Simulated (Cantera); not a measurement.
Feed: 1 mol Ti, 1.5 mol CO2, 43 mol CO, 0.0015 mol O2, at 1773.15 K and 100000 Pa.

Cantera equilibrium calculation (NASA polynomials, part measured and part estimated; ideal gas, pure solids and liquids). Candidate condensed phases: C, Ti, TiC, TiO, TiO2, Ti2O3, Ti3O5, Ti4O7; 15 gas species. Mutual solubility and eutectic melting of coexisting phases are not modelled. TiC: taken at fixed stoichiometry. Equilibrium is a limit: real reactors are often held back by kinetics, nucleation or transport.

Base state: CO 1.000, CO2 0.000259 (mole fractions); condensed: TiC(s) + Ti2O3(s).

### Question
What changes in the equilibrium state with this change: temperature from 1773.15 K to 1600 K?

### Answer
```
species             before     after
----------------  --------  --------
CO                   1.000     1.000
CO2               0.000259  0.000291
TiC(s), mol        0.00342         0
Ti2O3(s), mol        0.498         0
C(graphite), mol         0     0.177
Ti3O5(s), mol            0     0.333
```

### Question
What changes in the equilibrium state with this change: temperature from 1773.15 K to 1325 K?

### Answer
```tsv
species	before	after
CO	1.000	0.996
CO2	0.000259	0.00383
TiC(s), mol	0.00342	0
Ti2O3(s), mol	0.498	0
C(graphite), mol	0	0.665
TiO2(rutile), mol	0	1.00
```

### Question
What changes in the equilibrium state with this change: temperature from 1773.15 K to 673 K?

### Answer
| species | before | after |
|---|---|---|
| CO2 | 0.000259 | 0.991 |
| CO | 1.000 | 0.00864 |
| TiC(s), mol | 0.00342 | 0 |
| Ti2O3(s), mol | 0.498 | 0 |
| C(graphite), mol | 0 | 22.4 |
| TiO2(rutile), mol | 0 | 1.00 |
